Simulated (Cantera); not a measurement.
An isothermal, constant-pressure homogeneous reactor starts with NO : N₂ = 1 : 2.2 (molar parts), at 1675 K and 0.0484 atm. Integrator tolerance rtol = 1e-08.

Cantera simulation using GRI-Mech 3.0 (53 species, 325 reactions); the numbers are that mechanism's predictions, not measurements. Radical loss at walls, strong at low pressure, is not modelled.

Q: What does this change do: pressure from 0.0484 atm to 0.132 atm?

A: 
```
quantity                                           before                                     after
----------------  ---------------------------------------  ----------------------------------------
x(NO) at 20.0 s     0.298 (gas-phase equilibrium 0.00235)     0.277 (gas-phase equilibrium 0.00235)
x(O) at 20.0 s    1.67e-5 (gas-phase equilibrium 6.11e-5)   1.38e-5 (gas-phase equilibrium 3.71e-5)
x(N₂O) at 20.0 s  3.16e-5 (gas-phase equilibrium 3.16e-8)   2.76e-5 (gas-phase equilibrium 5.21e-8)
x(O₂) at 20.0 s     0.00715 (gas-phase equilibrium 0.155)      0.0177 (gas-phase equilibrium 0.155)
x(NO₂) at 20.0 s  4.34e-5 (gas-phase equilibrium 1.48e-6)  0.000100 (gas-phase equilibrium 2.45e-6)
x(N₂) at 20.0 s       0.695 (gas-phase equilibrium 0.843)       0.705 (gas-phase equilibrium 0.843)
```
